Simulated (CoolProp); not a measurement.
Properties of toluene along the isotherm 329.35 °C.

Computed with CoolProp (reference Helmholtz-energy equation of state, Lemmon 2006). It is a short technical equation, of lower accuracy than the large ones.

```
p (bar)  phase  cv (kJ/(kg K))  Prandtl number
-------  -----  --------------  --------------
2.58       gas           2.052           0.716
5.16       gas             ___           0.723
7.74       gas             ___           0.730
10.3       gas             ___           0.738
12.9       gas             ___             ___
15.5       gas           2.086             ___
18.1       gas           2.094             ___
20.6       gas             ___           0.785
```

**Question.** Fill in the missing entries.

**Answer.** 
- 5.16, cv (kJ/(kg K)): 2.058
- 7.74, cv (kJ/(kg K)): 2.065
- 10.3, cv (kJ/(kg K)): 2.071
- 12.9, cv (kJ/(kg K)): 2.078
- 12.9, Prandtl number: 0.748
- 15.5, Prandtl number: 0.759
- 18.1, Prandtl number: 0.771
- 20.6, cv (kJ/(kg K)): 2.103

Viscosity comes from a separate model (Avgeri 2015). Thermal conductivity comes from a separate model (Assael 2012).
